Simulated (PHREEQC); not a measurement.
A column of 0.5 m (30 cells, dispersivity 0.025 m, 60 s a shift, diffusion coefficient 3e-10 m²/s) holds 0.26 eq of the database's cation exchanger X per kg of pore water, first in equilibrium with 0.022 mol/kgw NH4Cl, 0.012 mol/kgw MnCl2 and 1e-05 mol/kgw HCl. It is flushed with 0.72 mmol/kgw CaCl2, 11 mmol/kgw MgCl2, 64 mmol/kgw SrCl2 and 0.01 mmol/kgw HCl, at 25 °C. Values are for the last cell. The system is closed to CO2. No solid was allowed to form.

Base run: PHREEQC, ion-association model, phreeqc.dat. Each further column changes one thing. The table gives Sr in solution (mol/kgw).

```tsv
pore volumes	base	exchange capacity from 0.26 to 0.13 eq/kgw	dispersivity from 0.025 to 0.05 m
0	0	0	0
0.6167	0	3.24e-14	?
1.017	4.00e-10	6.57e-6	2.72e-7
1.617	5.00e-5	0.0141	?
2.217	0.00528	0.0514	0.0130
2.817	0.0356	0.0615	0.0369
3.217	0.0506	?	0.0478
3.817	0.0597	0.0638	0.0567
4.417	0.0626	0.0640	?
5.017	0.0635	0.0640	0.0624
5.417	0.0638	0.0640	0.0630
6.017	0.0639	0.0640	0.0635
```

Task: What belongs in the gaps?

Result: 
- 0.6167, dispersivity from 0.025 to 0.05 m: 1.78e-14
- 1.617, dispersivity from 0.025 to 0.05 m: 0.000718
- 3.217, exchange capacity from 0.26 to 0.13 eq/kgw: 0.0632
- 4.417, dispersivity from 0.025 to 0.05 m: 0.0606
